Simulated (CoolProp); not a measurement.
A single-stage vapour-compression cycle with water: evaporating at 328.15 K (dew point), condensing at 349.15 K (bubble point), superheat 0 K, subcooling 2 K, compressor efficiency 0.75, no pressure losses. Each further row changes one setting.

Values from CoolProp's reference Helmholtz-energy equation of state, Wagner 2002.

```
case                              cooling COP  pressure ratio  discharge temperature (K)  refrigerating effect (kJ/kg)  volumetric capacity (kJ/m³)
--------------------------------  -----------  --------------  -------------------------  ----------------------------  ---------------------------
as stated                                 ___            2.55                      439.0                          2290                          239
evaporating temperature 333.15 K         14.7            2.02                      414.9                          2300                          300
condensing temperature 344.15 K          14.5            2.07                      411.9                          2310                          242
subcooling 7 K                           10.9            2.55                      439.0                          2310                          242
superheat 10 K                            ___            2.55                      452.4                          2310                          234
compressor efficiency 0.65               9.38            2.55                        ___                          2290                          239
```

### Question
What belongs in the gaps?

### Answer

- as stated, cooling COP: 10.8
- superheat 10 K, cooling COP: 10.6
- compressor efficiency 0.65, discharge temperature (K): 455.7
